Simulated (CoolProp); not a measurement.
Saturation properties of R1336mzz(E).

The numbers come from the reference Helmholtz-energy equation of state, Akasaka 2023 in CoolProp.

```
T (°C)  p (MPa)  liquid density (kg/m³)  vapour Z
------  -------  ----------------------  --------
22.85    0.1792                    1332    0.9261
31.15    0.2389                    1306    0.9093
39.35    0.3117                    1280    0.8903
47.65    0.4016                    1251    0.8686
55.95    0.5099                    1221    0.8442
64.25    0.6391                    1189    0.8169
72.45    0.7896                    1154    0.7868
80.75    0.9678                    1116    0.7527
```

It boils at 7.9 °C under 1 atm.
